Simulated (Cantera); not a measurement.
An isothermal, constant-pressure homogeneous reactor starts with NO : N₂ = 1 : 0.3 (molar parts), at 1998 K and 1350 Torr.

Detailed kinetics in Cantera: GRI-Mech 3.0 (53 species, 325 reactions).

One state of this run: x NO = 0.615; x O = 0.000147; x O₂ = 0.0760; x N₂ = 0.307; x N₂O = 0.000179; x NO₂ = 0.000902. x: mole fraction; the columns are a selection and need not sum to one.

**Question.** Which value of t (s) does it belong to?
A. 0.0660
B. 0.195
C. 1.69
D. 0.574

**Answer.** A, 0.0660
